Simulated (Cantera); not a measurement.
A closed system holds: 1 mol CuO, 6.1 mol H₂, 37 mol N₂, equilibrated at 748.15 K and 75.0 Torr.

These are equilibrium values from Cantera (NASA tables, ideal gas, pure condensed phases), not measurements of a reactor. Candidate condensed phases: Cu, CuO, Cu(OH)₂, Cu₂O, H₂O; 27 gas species. The numbers say what is thermodynamically allowed, not how fast it happens.

Base state: N₂ 0.858, H₂ 0.118, H₂O 0.0232, NH₃ 1.97e-5 (mole fractions); condensed: Cu(s).

Problem. What changes in the equilibrium state with this change: temperature from 748.15 K to 1773.15 K?

Solution. 
```json
[
 {"species": "N₂", "before": "0.858", "after": "0.855"},
 {"species": "H₂", "before": "0.118", "after": "0.118"},
 {"species": "H₂O", "before": "0.0232", "after": "0.0231"},
 {"species": "Cu", "before": "<1e-9", "after": "0.00395"},
 {"species": "H", "before": "<1e-9", "after": "0.000309"},
 {"species": "NH₃", "before": "1.97e-5", "after": "1.15e-7"},
 {"species": "Cu(s), mol", "before": "1.00", "after": "0"},
 {"species": "Cu(l), mol", "before": "0", "after": "0.828"}
]
```
